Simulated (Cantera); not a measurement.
A perfectly stirred reactor is fed with C₃H₈ : H₂ = 1 : 46 (molar parts), at 3.38 Torr; it is held at 1750 K, and followed from long to short residence time.

Cantera simulation using GRI-Mech 3.0 (53 species, 325 reactions); the numbers are that mechanism's predictions, not measurements. GRI-Mech 3.0 was tuned for natural gas; its chemistry of propane as a main component is partial and can be far from experiment. GRI-Mech 3.0 stops at C3 and has no aromatics, soot or wall deposition, so with more carbon than oxygen in the feed, carbon stays in small species such as C2H2 where larger ones or solid carbon would form. Radical loss at walls, strong at low pressure, is not modelled.

One state of this run: x C₃H₈ = 2.65e-6; x H₂ = 0.962; x C₂H₄ = 5.88e-5; x C₂H₆ = 6.19e-7; x C₂H = 5.59e-7; x CH₂ = 1.79e-6. x: mole fraction; the columns are a selection and need not sum to one.

Which value of τ (s) does it belong to?
(A) 1.7
(B) 0.00061
(C) 0.012
(D) 0.00023

A, 1.7
